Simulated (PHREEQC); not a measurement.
Consider water at 25 °C with 0.00098 mol/kgw NaH2PO4 and 0.027 mol/kgw KNO3. Closed to the air; pH follows from the charge balance.

All values are PHREEQC results (ion-association model, wateq4f.dat), not measurements.

pH: 5.05
ionic strength: 0.0280 mol/kgw

```
species  molality  activity   log γ
-------  --------  --------  ------
K+         0.0270    0.0229  -0.071
NO3-       0.0270    0.0228  -0.073
Na+      0.000980  0.000838  -0.068
H2PO4-   0.000968  0.000832  -0.066
HPO4-2    1.08e-5   5.85e-6  -0.268
H+        1.01e-5   8.83e-6  -0.057
H3PO4     1.08e-6   1.08e-6   0.003
KHPO4-    3.04e-7   2.61e-7  -0.066
NaHPO4-   1.11e-8   9.56e-9  -0.066
OH-       1.34e-9   1.13e-9  -0.072
```

Precipitation was switched off in this run. Species that the database lacks are ignored. H3PO4, which wateq4f.dat lacks, is added to it with the constant of phreeqc.dat.
